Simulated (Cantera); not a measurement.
An adiabatic, constant-pressure homogeneous reactor starts with CH4 : O2 : N2 : H2O = 1 : 2.67 : 10 : 2.4 (molar parts), at 1750 K and 1.00 bar.

Computed with Cantera and GRI-Mech 3.0 (53 species, 325 reactions).

Question: Predict: time of steepest temperature rise; temperature at 4.00 s; equilibrium temperature; x(O2) at 4.00 s; x(H2O) at 4.00 s; x(N2O) at 4.00 s; x(HO2) at 4.00 s; x(NO) at 4.00 s.

Answer: 
```json
{
  "time_of_steepest_temperature_rise": "0.157 ms",
  "temperature at 4.00 s": "2603 K",
  "equilibrium_temperature": "2603 K",
  "x(O2) at 4.00 s": "0.0417 (gas-phase equilibrium 0.0417)",
  "x(H2O) at 4.00 s": "0.243 (gas-phase equilibrium 0.243)",
  "x(N2O) at 4.00 s": "5.20e-7 (gas-phase equilibrium 5.20e-7)",
  "x(HO2) at 4.00 s": "8.57e-6 (gas-phase equilibrium 8.57e-6)",
  "x(NO) at 4.00 s": "0.0107 (gas-phase equilibrium 0.0107)"
}
```
